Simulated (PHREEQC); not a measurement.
## Nickel, zinc or cadmium bath: speciation

Consider water at 60 °C with 0.0087 mol ZnCl2, 0.028 mol KCl and 0.015 mol FeSO4 per kg of water. Closed to the air; pH follows from the charge balance.

The numbers come from PHREEQC with the ion-association model, phreeqc.dat.

Each row changes one thing in this solution. No solid was allowed to form.

```csv
case,pH,ionic strength (mol/kgw),SO4-2 (mol/kgw),Zn+2 (mol/kgw),FeSO4 (mol/kgw),ZnSO4 (mol/kgw),SI of Melanterite (FeSO4:7H2O),SI of Sylvite (KCl)
as made,5.30,0.0861,0.00807,0.00571,0.00393,0.00185,-3.03,-4.21
temperature from 60 to 35 °C,5.56,0.0898,0.00880,0.00616,0.00325,0.00195,-2.72,-4.09
0.037 mol/kgw H2S added,2.03,0.0792,0.00544,9.60e-5,0.00296,2.22e-5,-3.15,-4.19
temperature from 60 to 85 °C,5.10,0.0824,0.00752,0.00504,0.00453,0.00163,-3.27,-4.33
```

Complexes and solids missing from the database can't appear. Some of these states are supersaturated (in Sphalerite (slow to form), for instance). Away from 25 °C the constants follow the database's enthalpies or fits; those with neither stay at their 25 °C values.
